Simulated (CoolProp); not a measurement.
Vapour-liquid equilibrium of CH2F2 (R32) (1) + R152A (2) at 196.6 K; x and y are mole fractions of (1).

Model: multi-fluid Helmholtz-energy mixture model, Tillner-Roth 1997 and Outcalt 1996; pair parameters Bell 2016, in CoolProp.

| x | bubble pressure, mixture model (MPa) | bubble pressure, Raoult's law (MPa) | y, mixture model | y, Raoult's law |
|---|---|---|---|---|
| 0.05 | 0.005774 | 0.005655 | 0.224 | 0.209 |
| 0.2 | 0.008838 | 0.008492 | 0.570 | 0.556 |
| 0.35 | 0.01174 | 0.01133 | 0.734 | 0.730 |
| 0.5 | 0.01453 | 0.01417 | 0.831 | 0.834 |
| 0.65 | 0.01726 | 0.01700 | 0.898 | 0.903 |
| 0.8 | 0.01997 | 0.01984 | 0.948 | 0.953 |
| 0.95 | 0.02270 | 0.02268 | 0.988 | 0.990 |

The largest gap from Raoult's law is +4.1 % in bubble pressure, at x = 0.2. No azeotrope shows between x = 0.05 and 0.95.

Pair parameters are fitted to limited data, so mixtures are less certain than the pure fluids.
